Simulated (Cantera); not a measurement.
What does this Cantera script print?

```python
import numpy as np
import cantera as ct

gas_names = [...]  # 110 gases of nasa_gas.yaml made of C, F, H
cond_names = """
    C(gr) C6H6(L) C7H8(L) C8H18(L),n-octa
""".split()


# ... load() reads the species with a 1 bar reference pressure and builds the phases ...
atoms = {
    'CF4': {'C': 1, 'F': 4},
    'F2': {'F': 2},
    'H2': {'H': 2},
}
top_T = {'C(gr)': 4500}  # K; cautious upper limits of use, not melting points


# ... equilibrate(T, P, feed) seeds the gas with the atoms and calls Mixture.equilibrate('TP', solver="vcs", rtol=1e-11, max_steps=5000) ...
results = []
feed = {'CF4': 1, 'F2': 0.085, 'H2': 14}  # mol
P = 1.6  # Pa
for T in [2500, 3000, 3500, 4000, 4500, 5000]:
    mix = equilibrate(T, P, feed)
    results.append((T, P, feed, dict(zip(mix.species_names, mix.species_moles))))

top = {s: max(r[3][s] / sum(r[3][g] for g in gas_names) for r in results) for s in gas_names}
cols = sorted((s for s in top if top[s] > 0.001), key=lambda s: -top[s])[:9]
seen = [c for c in cond_names if any(r[3].get(c, 0) > 1e-12 for r in results)]
print("log10 of partial pressures in bar; condensed amounts in mol")
print(f"{'T/K':>10s}" + "".join(f"{s[:9]:>10s}" for s in cols + seen))
for T, P, feed, n in results:
    ng = sum(n[g] for g in gas_names)
    print(f"{T:10.4g}" + "".join(f"{np.log10(max(n[s] / ng * P / 1e5, 1e-99)):10.3f}" for s in cols)
          + "".join(f"{n.get(c, 0):10.4g}" for c in seen))
```

It prints:

```
log10 of partial pressures in bar; condensed amounts in mol
       T/K         H        HF         F         C        H2        C3  Electron        C+        C2
      2500    -4.882    -5.671    -6.668    -6.969    -6.566    -6.873   -12.601   -14.930    -7.719
      3000    -4.870    -6.787    -5.729    -6.320    -8.138    -9.579   -11.085   -11.816    -8.548
      3500    -4.870    -8.239    -5.698    -6.317    -9.281   -12.903   -10.000   -10.030   -10.064
      4000    -4.870    -9.355    -5.697    -6.318   -10.144   -15.410    -8.925    -8.937   -11.209
      4500    -4.870   -10.227    -5.697    -6.324   -10.817   -17.378    -8.072    -8.095   -12.112
      5000    -4.871   -10.929    -5.698    -6.352   -11.358   -19.022    -7.390    -7.433   -12.881
```

Equilibrium computed with Cantera from the NASA thermochemical tables; the gas is ideal and each condensed phase is pure.
